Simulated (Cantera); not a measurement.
Feed: 1 mol SO₂, 4 mol O₂, 16 mol H₂, 5.3 mol H₂O, held at 3248 K and 100000 Pa.

These are equilibrium values from Cantera (NASA tables, ideal gas, pure condensed phases), not measurements of a reactor. Candidate condensed phases: H₂O, H₂SO₄, S; 19 gas species. Kinetics and transport are ignored.

Base state: H₂O 0.371, H₂ 0.286, H 0.171, OH 0.0877, O 0.0312, SO 0.0171, O₂ 0.0158, SO₂ 0.0136 (mole fractions); condensed: gas only.

**Question.** What changes in the equilibrium state with this change: SO₂ replaced by HBr?

**Answer.** 
```json
[
 {"species": "H₂O", "before": "0.371", "after": "0.355"},
 {"species": "H₂", "before": "0.286", "after": "0.310"},
 {"species": "H", "before": "0.171", "after": "0.178"},
 {"species": "Br", "before": "0", "after": "0.0268"},
 {"species": "SO", "before": "0.0171", "after": "0"},
 {"species": "SO₂", "before": "0.0136", "after": "0"},
 {"species": "O₂", "before": "0.0158", "after": "0.0123"},
 {"species": "O", "before": "0.0312", "after": "0.0276"},
 {"species": "OH", "before": "0.0877", "after": "0.0806"},
 {"species": "HBr", "before": "0", "after": "0.00988"},
 {"species": "S", "before": "0.00417", "after": "0"},
 {"species": "SH", "before": "0.00175", "after": "0"},
 {"species": "H₂S", "before": "0.000177", "after": "0"}
]
```
Further candidate phases: Br₂.

**Question.** What changes in the equilibrium state with this change: H₂ from 16 to 0.087 mol?

**Answer.** 
| species | before | after |
|---|---|---|
| H₂O | 0.371 | 0.262 |
| O₂ | 0.0158 | 0.262 |
| OH | 0.0877 | 0.149 |
| H₂ | 0.286 | 0.0497 |
| SO₂ | 0.0136 | 0.0589 |
| O | 0.0312 | 0.127 |
| H | 0.171 | 0.0712 |
| SO | 0.0171 | 0.0181 |
| H₂S | 0.000177 | 7.97e-6 |
| SO₃ | 1.16e-6 | 2.05e-5 |
| S₂ | 7.11e-5 | 4.80e-6 |
